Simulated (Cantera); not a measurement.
What does this Cantera script print?

```python
import numpy as np
import cantera as ct

gas_names = """
    CL CL2 H HCL H2 Si SiCL SiCL2 SiCL3 SiCL4 SiH SiHCL3 SiH2 SiH2CL2 SiH3 SiH3CL SiH4 Si2 Si3
""".split()
cond_names = """
    Si(cr) Si(L)
""".split()


def load(file, names, dense=False):
    # The tables refer to 1 bar. Condensed volumes are neglected.
    table = {s.name: s for s in ct.Species.list_from_file(file)}
    out = []
    for n in names:
        d = dict(table[n].input_data)
        d["thermo"] = dict(d["thermo"], **{"reference-pressure": 1e5})
        if dense:
            d["equation-of-state"] = {"model": "constant-volume", "density": "1e6 g/cm^3"}
        out.append(ct.Species.from_dict(d))
    return out


gas = ct.Solution(thermo="ideal-gas", species=load("nasa_gas.yaml", gas_names))
cond = {s.name: ct.Solution(thermo="fixed-stoichiometry", species=[s], name=s.name)
        for s in load("nasa_condensed.yaml", cond_names, dense=True)}
atoms = {
    'Si2Cl6': {'Si': 2, 'CL': 6},
    'H2': {'H': 2},
}
top_T = {}  # K; cautious upper limits of use, not melting points


def equilibrate(T, P, feed):
    n = {}
    for name, mol in feed.items():
        for a, k in atoms[name].items():
            n[a] = n.get(a, 0.0) + k * mol
    gas.TPX = T, P, n
    mass = sum(n.values()) * gas.mean_molecular_weight
    gas.equilibrate("TP")
    valid = [c for c in cond.values() if c.min_temp <= T <= top_T.get(c.name, c.max_temp)]
    mix = ct.Mixture([(gas, mass / gas.mean_molecular_weight)] + [(c, 0.0) for c in valid])
    mix.T, mix.P = T, P
    mix.equilibrate("TP", solver="gibbs", rtol=1e-10, max_steps=50000)
    return mix


results = []
feed = {'Si2Cl6': 1, 'H2': 16}  # mol
P = 7800  # Pa
for T in [1150, 1200, 1250, 1300, 1350, 1400, 1450]:
    mix = equilibrate(T, P, feed)
    results.append((T, P, feed, dict(zip(mix.species_names, mix.species_moles))))

top = {s: max(r[3][s] / sum(r[3][g] for g in gas_names) for r in results) for s in gas_names}
cols = sorted((s for s in top if top[s] > 0.0001), key=lambda s: -top[s])[:5]
seen = [c for c in cond_names if any(r[3].get(c, 0) > 1e-12 for r in results)]
print("log10 of partial pressures in bar; condensed amounts in mol")
print(f"{'T/K':>10s}" + "".join(f"{s[:9]:>10s}" for s in cols + seen))
for T, P, feed, n in results:
    ng = sum(n[g] for g in gas_names)
    print(f"{T:10.4g}" + "".join(f"{np.log10(max(n[s] / ng * P / 1e5, 1e-99)):10.3f}" for s in cols)
          + "".join(f"{n.get(c, 0):10.4g}" for c in seen))
```

It prints:

```
log10 of partial pressures in bar; condensed amounts in mol
       T/K        H2       HCL     SiCL2     SiCL4    SiHCL3    Si(cr)
      1150    -1.171    -2.375    -3.238    -2.406    -2.894    0.5693
      1200    -1.178    -2.265    -2.978    -2.478    -2.957    0.5862
      1250    -1.186    -2.173    -2.759    -2.581    -3.043    0.5836
      1300    -1.194    -2.101    -2.581    -2.725    -3.160    0.5589
      1350    -1.202    -2.048    -2.446    -2.914    -3.310    0.5174
      1400    -1.208    -2.014    -2.349    -3.147    -3.492    0.4704
      1450    -1.213    -1.993    -2.285    -3.414    -3.698    0.4279
```

These are equilibrium values from Cantera (NASA tables, ideal gas, pure condensed phases), not measurements of a reactor. The feed counts by its element totals alone. The tables' values for SiCl3 are old estimates; treat these amounts as uncertain.
